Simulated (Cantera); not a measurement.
A perfectly stirred reactor is fed with CH₄ : H₂ : H = 0.023 : 1 : 0.15 (molar parts), at 0.0132 atm; it is held at 2550 K, and followed from long to short residence time.

Cantera simulation using GRI-Mech 3.0 (53 species, 325 reactions); the numbers are that mechanism's predictions, not measurements. GRI-Mech 3.0 stops at C3 and has no aromatics, soot or wall deposition, so with more carbon than oxygen in the feed, carbon stays in small species such as C2H2 where larger ones or solid carbon would form. Radical loss at walls, strong at low pressure, is not modelled.

Problem. What does this change do: pressure from 0.0132 atm to 0.0720 atm?

Solution. 
```csv
quantity,before,after
x(CH₄) at τ = 0.690 s,7.81e-6,1.71e-5
x(H₂) at τ = 0.690 s,0.796,0.882
x(H) at τ = 0.690 s,0.195,0.109
x(CH₃) at τ = 0.690 s,3.34e-5,3.72e-5
x(C₂H) at τ = 0.690 s,0.000175,9.38e-5
x(CH₄) at τ = 12.0 ms,0.000331,0.000147
x(H₂) at τ = 12.0 ms,0.886,0.889
x(H) at τ = 12.0 ms,0.104,0.101
x(CH₃) at τ = 12.0 ms,0.000668,0.000289
x(C₂H) at τ = 12.0 ms,8.38e-5,8.42e-5
```

Problem. What does this change do: H 0.15 to 0.11 parts?

Solution. 
```csv
quantity,before,after
x(CH₄) at τ = 0.690 s,7.81e-6,8.99e-6
x(H₂) at τ = 0.690 s,0.796,0.804
x(H) at τ = 0.690 s,0.195,0.186
x(CH₃) at τ = 0.690 s,3.34e-5,3.65e-5
x(C₂H) at τ = 0.690 s,0.000175,0.000170
x(CH₄) at τ = 12.0 ms,0.000331,0.000580
x(H₂) at τ = 12.0 ms,0.886,0.909
x(H) at τ = 12.0 ms,0.104,0.0803
x(CH₃) at τ = 12.0 ms,0.000668,0.000892
x(C₂H) at τ = 12.0 ms,8.38e-5,6.41e-5
```
